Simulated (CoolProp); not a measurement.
Vapour-liquid equilibrium of CHF3 (R23) (1) + R113 (2) at 274.4 K; x and y are mole fractions of (1).

The numbers come from the multi-fluid Helmholtz-energy mixture model, Penoncello 2003 and Marx 1992; pair parameters Bell 2016 in CoolProp.

Give the bubble pressure and the first vapour's composition at x = 0.45, 0.75, 0.95. Is there an azeotrope?

x = 0.45: 1.637 MPa, y = 0.987; x = 0.75: 2.001 MPa, y = 0.990; x = 0.95: 2.400 MPa, y = 0.996. No azeotrope shows between x = 0.05 and 0.95.

Pair parameters are fitted to limited data, so mixtures are less certain than the pure fluids. The gap from Raoult's law changes sign with composition, which may be real or a fault of the pair parameters; it wasn't checked against measurements. With so large a gap from Raoult's law the liquid may split in two, which this calculation doesn't test in full.
